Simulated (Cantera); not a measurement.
Charge: 1 mol Si₃N₄, 0.039 mol N₂O, 370 mol N₂, 0.94 mol CO₂, equilibrated at 1.90 Pa.

Equilibrium computed with Cantera from the NASA thermochemical tables; the gas is ideal and each condensed phase is pure. Candidate condensed phases: C, Si, SiC, SiO₂, Si₂N₂O, Si₃N₄; 34 gas species. Mutual solubility and eutectic melting of coexisting phases are not modelled. The numbers say what is thermodynamically allowed, not how fast it happens.

Question: What share of the Si ends up in condensed phases as a function of T (K), at 973, 1048, 1123, 1198, 1273, 1348, 1423, 1498?

Answer: 
| T (K) | Si condensed (%) | as |
|---|---|---|
| 973 | 100.0 | Si₂N₂O(s) |
| 1048 | 100.0 | Si₂N₂O(s) |
| 1123 | 100.0 | Si₂N₂O(s) |
| 1198 | 100.0 | SiC(s) + Si₂N₂O(s) |
| 1273 | 99.4 | SiC(s) + Si₂N₂O(s) |
| 1348 | 90.9 | SiC(s) + Si₂N₂O(s) |
| 1423 | 38.4 | SiC(s) + Si₃N₄(s) |
| 1498 | 30.9 | Si(s) + SiC(s) |
